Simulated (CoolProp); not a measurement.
500 sccm (0 °C, 1 atm) of nitrogen bubbles through liquid octamethyltrisiloxane (MDM) at 350.2 K and leaves saturated at a total pressure of 0.15 MPa (ideal gas phase). Each further row changes one setting.

Model: reference Helmholtz-energy equation of state, Thol 2017, in CoolProp.

| case | vapour pressure (kPa) | mole fraction of vapour | delivery (mg/min) | delivery (sccm) | change of delivery for a bath 1 K warmer (%) |
|---|---|---|---|---|---|
| as stated | 8.01 | 0.0534 | 297 | ___ | ___ |
| bath temperature 355.2 K | ___ | ___ | 373 | ___ | 4.5 |
| total pressure 0.3 MPa | 8.01 | 0.0267 | 145 | 13.7 | 4.5 |

**Question.** Some entries are withheld; supply them.

**Answer.** 
- as stated, delivery (sccm): 28.2
- as stated, change of delivery for a bath 1 K warmer (%): 4.7
- bath temperature 355.2 K, vapour pressure (kPa): 9.90
- bath temperature 355.2 K, mole fraction of vapour: 0.0660
- bath temperature 355.2 K, delivery (sccm): 35.3
